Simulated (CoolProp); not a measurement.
n-heptane along the isobar 2890 kPa: fugacity coefficient from the reference equation and from simpler models built on Tc = 541.2 K, pc = 2774 kPa, ω = 0.349; each cubic takes its own stable root.

Model: reference Helmholtz-energy equation of state, Span 2003, in CoolProp. It is a short technical equation, of lower accuracy than the large ones.

| T (K) | phase | reference |
|---|---|---|
| 515.2 | liquid | 0.4958 |
| 521.3 | liquid | 0.5270 |
| 527.3 | liquid | 0.5577 |
| 533.4 | liquid | 0.5888 |
| 539.4 | liquid | 0.6186 |
| 545.5 | supercritical | 0.6453 |
| 551.5 | supercritical | 0.6634 |
| 557.6 | supercritical | 0.6793 |
| 563.7 | supercritical | 0.6937 |
| 569.7 | supercritical | 0.7068 |
| 575.8 | supercritical | 0.7191 |
| 581.8 | supercritical | 0.7305 |
| 587.9 | supercritical | 0.7414 |
| 593.9 | supercritical | 0.7515 |
| 600 | supercritical | 0.7613 |

Task: How far does each simpler model (Redlich-Kwong, Soave-Redlich-Kwong) lie from the reference over these 15 states: mean and median of the absolute difference, and the worst?

Result: 
- Redlich-Kwong: mean 2.8 %, median 1.2 %, worst +9.6 % at 515.2 K and 2890 kPa
- Soave-Redlich-Kwong: mean 2.5 %, median 2.2 %, worst +4.2 % at 515.2 K and 2890 kPa
